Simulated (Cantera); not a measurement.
**Gas-phase reforming**

An isothermal, constant-pressure homogeneous reactor starts with 35.7 % CH₄, 64.3 % CO₂, at 1900 K and 300000 Pa.

Detailed kinetics in Cantera: GRI-Mech 3.0 (53 species, 325 reactions).

| t (s) | x CH₄ | x CO₂ | x CH₂CO | x H₂O | x H | x CH₂ | x C₂H₂ |
|---|---|---|---|---|---|---|---|
| 1.00e-6 | 0.357 | 0.643 | 2.36e-12 | 9.88e-6 | 5.01e-6 | 3.60e-8 | 1.30e-9 |
| 9.17e-6 | 0.350 | 0.641 | 2.95e-9 | 0.000152 | 1.27e-5 | 1.22e-6 | 1.62e-5 |
| 8.41e-5 | 0.254 | 0.595 | 4.87e-6 | 0.00859 | 9.25e-5 | 2.86e-6 | 0.0175 |
| 0.000771 | 0.0708 | 0.356 | 0.000104 | 0.137 | 0.000164 | 1.62e-6 | 0.0962 |
| 0.00707 | 0.0131 | 0.129 | 0.000107 | 0.220 | 0.000205 | 9.72e-7 | 0.0696 |
| 0.0648 | 0.00439 | 0.0588 | 7.20e-6 | 0.132 | 0.000245 | 1.08e-7 | 0.00780 |
| 0.595 | 1.62e-7 | 0.0496 | 6.77e-11 | 0.117 | 0.000253 | 2.76e-12 | 2.05e-10 |
| 5.45 | 9.81e-8 | 0.0496 | 4.13e-11 | 0.117 | 0.000253 | 1.69e-12 | 5.37e-11 |
| 50.0 | 9.81e-8 | 0.0496 | 4.13e-11 | 0.117 | 0.000253 | 1.69e-12 | 5.37e-11 |
x: mole fraction; the columns are a selection and need not sum to one.

Equilibrium at this temperature and pressure: CH₄ 1.08e-7, CO₂ 0.0496, CH₂CO 4.56e-11, H₂O 0.117, H 0.000253, CH₂ 1.87e-12, C₂H₂ 5.96e-11 (gas phase only).
